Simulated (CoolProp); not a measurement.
R1123 along the isobar 0.918 MPa: Z from the reference equation and from simpler models built on Tc = 58.6 °C, pc = 4.549 MPa, ω = 0.243; each cubic takes its own stable root.

Model: reference Helmholtz-energy equation of state, Akasaka 2020, in CoolProp.

| T (°C) | phase | reference |
|---|---|---|
| -43.05 | liquid | 0.03056 |
| -31.05 | liquid | 0.03000 |
| -18.95 | liquid | 0.02964 |
| -6.85 | liquid | 0.02951 |
| 5.25 | gas | 0.8567 |
| 17.35 | gas | 0.8787 |
| 29.45 | gas | 0.8961 |
| 41.55 | gas | 0.9102 |
| 53.65 | gas | 0.9218 |
| 65.75 | gas | 0.9315 |
| 77.85 | gas | 0.9397 |
| 89.95 | gas | 0.9468 |
| 101.95 | gas | 0.9528 |

**Question.** How far does each simpler model (van der Waals, Soave-Redlich-Kwong, Peng-Robinson) lie from the reference over these 13 states: mean and median of the absolute difference, and the worst?

**Answer.** 
- van der Waals: mean 660.6 %, median 2.6 %, worst +2908.8 % at -6.85 °C and 0.918 MPa
- Soave-Redlich-Kwong: mean 3.6 %, median 0.5 %, worst +12.2 % at -6.85 °C and 0.918 MPa
- Peng-Robinson: mean 1.0 %, median 0.6 %, worst -2.9 % at -43.05 °C and 0.918 MPa

At some of these states van der Waals gives the other phase, because its saturation line lies elsewhere.
